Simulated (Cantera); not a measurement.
A closed system holds: 1 mol Ti(OiPr)4, 0.32 mol O2, equilibrated at 1550 K and 79.0 Pa.

Equilibrium computed with Cantera from the NASA thermochemical tables; the gas is ideal and each condensed phase is pure. Candidate condensed phases: C, C6H6, C7H8, C8H18, H2O, Ti, TiC, TiO, TiO2, Ti2O3, Ti3O5, Ti4O7; 113 gas species. The feed counts by its element totals alone. TiC: taken at fixed stoichiometry. The numbers say what is thermodynamically allowed, not how fast it happens.

Base state: H2 0.750, CO 0.249, H 0.000971, C2H2 (acetylene) 1.20e-5 (mole fractions); condensed: C(graphite) + TiC(s).

Question: What changes in the equilibrium state with this change: O2 from 0.32 to 11 mol?

Answer: 
| species | before | after |
|---|---|---|
| CO | 0.249 | 0.310 |
| H2O | 1.79e-7 | 0.310 |
| H2 | 0.750 | 0.228 |
| CO2 | 2.12e-8 | 0.151 |
| OH | <1e-9 | 2.45e-5 |
| C2H2 (acetylene) | 1.20e-5 | <1e-9 |
| C(graphite), mol | 6.36 | 0 |
| TiC(s), mol | 1.00 | 0 |
| TiO2(rutile), mol | 0 | 1.00 |

Question: What changes in the equilibrium state with this change: O2 from 0.32 to 13 mol?

Answer: 
```json
[
 {"species": "H2O", "before": "1.79e-7", "after": "0.391"},
 {"species": "CO", "before": "0.249", "after": "0.237"},
 {"species": "CO2", "before": "2.12e-8", "after": "0.225"},
 {"species": "H2", "before": "0.750", "after": "0.147"},
 {"species": "OH", "before": "<1e-9", "after": "3.83e-5"},
 {"species": "C2H2 (acetylene)", "before": "1.20e-5", "after": "<1e-9"},
 {"species": "H", "before": "0.000971", "after": "0.000430"},
 {"species": "C(graphite), mol", "before": "6.36", "after": "0"},
 {"species": "TiC(s), mol", "before": "1.00", "after": "0"},
 {"species": "TiO2(rutile), mol", "before": "0", "after": "1.00"}
]
```
